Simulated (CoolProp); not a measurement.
Properties of carbonyl sulfide along the isobar 8.38 MPa.

Values from CoolProp's reference Helmholtz-energy equation of state, Lemmon 2006. It is a short technical equation, of lower accuracy than the large ones.

```tsv
T (°C)	phase	density (kg/m³)	cp (kJ/(kg K))	speed of sound (m/s)	expansivity (1/kK)
-32.05	liquid	1149	1.183	___	1.833
-16.75	liquid	1116	1.204	927.6	1.970
-1.45	liquid	1082	1.231	859.8	___
13.85	liquid	1045	1.265	791.4	2.362
29.05	liquid	1006	1.309	722.5	2.651
44.35	liquid	963.5	1.366	651.7	3.049
59.65	liquid	915.8	1.445	578.4	3.629
74.95	liquid	860.8	1.564	501.5	4.553
90.25	liquid	793.6	1.775	417.9	6.288
105.55	liquid	700.5	2.307	___	11.01
120.85	supercritical	500.5	5.460	200.6	43.84
136.15	supercritical	294.6	2.665	197.1	20.11
151.35	supercritical	236.1	1.728	212.1	10.96
166.65	supercritical	205.3	1.412	224.8	7.741
181.95	supercritical	184.9	1.257	235.8	6.097
```

Question: Some entries are withheld; supply them.

Answer: 
- -32.05, speed of sound (m/s): 995.2
- -1.45, expansivity (1/kK): 2.141
- 105.55, speed of sound (m/s): 320.6

The peak of cp marks the crossing from liquid-like to gas-like fluid above the critical point.
